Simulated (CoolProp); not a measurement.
Vapour-liquid equilibrium of acetone (1) + n-hexane (2) at 182.55 °C; x and y are mole fractions of (1).

Model: multi-fluid Helmholtz-energy mixture model, Lemmon 2006 and Thol 2019; pair parameters Bell 2016, in CoolProp.

```csv
x,"bubble pressure, mixture model (MPa)","bubble pressure, Raoult's law (MPa)","y, mixture model","y, Raoult's law"
0.05,1.501,1.394,0.106,0.074
0.2,1.826,1.501,0.313,0.276
0.35,2.039,1.607,0.447,0.451
0.5,2.174,1.714,0.558,0.604
0.65,2.240,1.821,0.666,0.739
0.8,2.233,1.927,0.784,0.859
0.95,2.131,2.034,0.935,0.967
```

The largest gap from Raoult's law is +26.9 % in bubble pressure, at x = 0.35. y crosses x between x = 0.65 and 0.8: the model has an azeotrope there.

Pair parameters are fitted to limited data, so mixtures are less certain than the pure fluids.
